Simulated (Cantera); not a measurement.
**Thermodynamics of silicon epitaxy and polysilicon growth, feed SiHCl₃ + HCl + N₂**

A closed system holds: 1 mol SiHCl₃, 0.018 mol HCl, 260 mol N₂, held at 11.0 mbar.

Equilibrium computed with Cantera from the NASA thermochemical tables; the gas is ideal and each condensed phase is pure. Candidate condensed phases: NH₄Cl, Si, Si₃N₄; 28 gas species. N₂ is the only nitrogen source here; it is nearly inert below about 1500 K, so the nitride shown seldom forms there in practice. The tables' values for SiCl₃ are old estimates; treat these amounts as uncertain. The numbers say what is thermodynamically allowed, not how fast it happens.

From 973 K to 1473 K the condensed part is Si₃N₄(s). From 1573 K to 1673 K nothing is condensed. The main Si-bearing gas is SiCl₄ at 973 K and SiCl₂ at 1673 K.

```tsv
T (K)	x N₂	x HCl	x SiCl₂	x SiCl₄	x SiCl₃	x Cl	x H₂	n Si₃N₄(s)
973	0.994	0.00373	1.48e-7	0.00195	3.17e-6	3.90e-9	8.60e-5	0.163
1073	0.994	0.00375	3.78e-6	0.00193	2.14e-5	5.32e-8	7.25e-5	0.163
1173	0.994	0.00377	5.39e-5	0.00184	0.000100	4.63e-7	6.41e-5	0.159
1273	0.994	0.00377	0.000457	0.00147	0.000321	2.74e-6	6.31e-5	0.137
1373	0.993	0.00372	0.00196	0.000592	0.000502	1.05e-5	8.68e-5	0.0664
1473	0.992	0.00348	0.00347	6.89e-5	0.000264	2.39e-5	0.000203	0.000788
1573	0.992	0.00358	0.00362	2.24e-5	0.000175	8.94e-5	0.000152	0
1673	0.992	0.00354	0.00371	5.55e-6	9.93e-5	0.000235	0.000164	0
```
x: gas mole fraction; n: condensed amount in mol.
